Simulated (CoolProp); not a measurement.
Octamethyltrisiloxane (MDM) along the isobar 6800 kPa: Z from the reference equation and from simpler models built on Tc = 565.4 K, pc = 1438 kPa, ω = 0.528; each cubic takes its own stable root.

The numbers come from the reference Helmholtz-energy equation of state, Thol 2017 in CoolProp.

| T (K) | phase | reference |
|---|---|---|
| 276.1 | liquid | 0.8290 |
| 298.7 | liquid | 0.7860 |
| 321.4 | liquid | 0.7500 |
| 344.1 | liquid | 0.7199 |
| 366.7 | liquid | 0.6949 |
| 389.4 | liquid | 0.6742 |
| 412.1 | liquid | 0.6572 |
| 434.7 | liquid | 0.6438 |
| 457.4 | liquid | 0.6336 |
| 480.1 | liquid | 0.6265 |
| 502.7 | liquid | 0.6227 |
| 525.4 | liquid | 0.6222 |

Problem. How far does each simpler model (van der Waals, Redlich-Kwong, Peng-Robinson) lie from the reference over these 12 states: mean and median of the absolute difference, and the worst?

Solution. 
- van der Waals: mean 57.4 %, median 58.2 %, worst +69.0 % at 276.1 K and 6800 kPa
- Redlich-Kwong: mean 12.9 %, median 12.9 %, worst +16.4 % at 276.1 K and 6800 kPa
- Peng-Robinson: mean 3.5 %, median 4.2 %, worst -5.1 % at 480.1 K and 6800 kPa
